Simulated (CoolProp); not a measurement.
Values from CoolProp's reference Helmholtz-energy equation of state, Lemmon 2005. It is a short technical equation, of lower accuracy than the large ones.

Problem. Give the vapour pressure (kPa), vapour Z, surface tension (mN/m) of saturated 1-butene at 318, 343.5 K.

Solution. 
```tsv
T (K)	p (kPa)	vapour Z	surface tension (mN/m)
318	521	0.873	9.59
343.5	968	0.807	6.67
```

Surface tension comes from a separate correlation (Mulero 2012).
